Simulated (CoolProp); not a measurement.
Vapour-liquid equilibrium of carbon dioxide (1) + CH3F (R41) (2) at 0.613 MPa; x and y are mole fractions of (1).

Computed with CoolProp (multi-fluid Helmholtz-energy mixture model, Span 1996 and Lemmon 2006; pair parameters Bell 2016).

```
x     bubble temperature (°C)  y at the bubble point  dew temperature at overall composition x (°C)  liquid density (mol/L)
----  -----------------------  ---------------------  ---------------------------------------------  ----------------------
0.05                    -39.2             (withheld)                                          -38.8                   23.36
0.2                     -41.7             (withheld)                                          -40.7                   23.82
0.35               (withheld)             (withheld)                                          -42.6                   24.29
0.5                     -46.0                  0.615                                     (withheld)                   24.77
0.65                    -48.1             (withheld)                                          -46.5                   25.27
0.8                     -50.0             (withheld)                                          -48.8                   25.77
0.95                    -52.0                  0.972                                          -51.5              (withheld)
```

### Question
Complete the blanks.

### Answer

- 0.05, y at the bubble point: 0.078
- 0.2, y at the bubble point: 0.283
- 0.35, bubble temperature (°C): -44.0
- 0.35, y at the bubble point: 0.459
- 0.5, dew temperature at overall composition x (°C): -44.5
- 0.65, y at the bubble point: 0.752
- 0.8, y at the bubble point: 0.872
- 0.95, liquid density (mol/L): 26.28

No azeotrope shows between x = 0.05 and 0.95.

The pair parameters rest on a limited set of measurements; away from them the model extrapolates.
